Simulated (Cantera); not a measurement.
A Cantera script and its output.

```python
import numpy as np
import cantera as ct

gas = ct.Solution("gri30.yaml")
gas.TP = 300, 101325
flame = ct.CounterflowDiffusionFlame(gas, width=0.02)
flame.fuel_inlet.X, flame.fuel_inlet.T = {'CO': 1, 'H2': 0.22, 'CH4': 0.058}, 375
flame.oxidizer_inlet.X, flame.oxidizer_inlet.T = {'O2': 0.19, 'N2': 0.81}, 800
flame.set_refine_criteria(ratio=3, slope=0.12, curve=0.24, prune=0.03)
show = ['OH', 'H', 'NO', 'CO', 'C2H2']

rows = []
print(f"{'mdot':>8s}{'a_max':>10s}{'a_mean':>10s}{'Tmax/K':>9s}" + "".join(f"{s:>11s}" for s in show) + "   (peak mole fractions)")
for i, mdot in enumerate([0.61, 0.82, 1.1, 1.5, 2, 2.7, 3.6, 4.9, 6.6, 8.9]):  # kg/m2/s on the oxidiser side
    flame.oxidizer_inlet.mdot, flame.fuel_inlet.mdot = mdot, 1.1 * mdot
    flame.solve(loglevel=0, auto=(i == 0))
    if flame.T.max() < max(375, 800) + 100:
        print(f"{mdot:8.3g}  no burning solution found from the previous one")
        break
    dT = np.abs(np.gradient(flame.T, flame.grid))
    rows.append([flame.strain_rate("max"), flame.strain_rate("mean"), flame.T.max(),
                 *(flame.X[gas.species_index(s)].max() for s in show), max(dT[0], dT[-1]) / dT.max()])
    print(f"{mdot:8.3g}{rows[-1][0]:10.1f}{rows[-1][1]:10.1f}{rows[-1][2]:9.1f}" + "".join(f"{x:11.3e}" for x in rows[-1][3:-1]))
```

Output:

```
    mdot     a_max    a_mean   Tmax/K         OH          H         NO         CO       C2H2   (peak mole fractions)
    0.61     390.0     114.5   2120.4  9.107e-03  8.293e-03  1.377e-04  7.938e-01  1.756e-03
    0.82     513.7     153.9   2083.6  9.072e-03  9.048e-03  1.147e-04  7.940e-01  1.770e-03
     1.1     676.6     206.5   2047.4  8.977e-03  9.878e-03  9.725e-05  7.934e-01  1.755e-03
     1.5     907.0     281.5   2010.5  8.814e-03  1.074e-02  8.250e-05  7.929e-01  1.712e-03
       2    1192.1     375.4   1977.6  8.706e-03  1.154e-02  7.091e-05  7.928e-01  1.647e-03
     2.7    1586.5     506.8   1942.9  8.483e-03  1.234e-02  5.974e-05  7.929e-01  1.541e-03
     3.6    2086.8     675.7   1907.3  8.167e-03  1.306e-02  4.950e-05  7.928e-01  1.396e-03
     4.9    2801.3     919.7   1868.0  7.754e-03  1.371e-02  3.928e-05  7.926e-01  1.194e-03
     6.6    3725.1    1238.8   1829.7  7.303e-03  1.423e-02  3.040e-05  7.924e-01  9.612e-04
     8.9    4959.4    1670.5   1788.3  6.797e-03  1.455e-02  2.244e-05  7.922e-01  6.991e-04
```

Model: GRI-Mech 3.0 (53 species, 325 reactions), integrated in Cantera. GRI-Mech 3.0 has no aromatics or soot, which form on the fuel side of real flames. The maximum strain rate includes the flame's own expansion and is several times the mean.
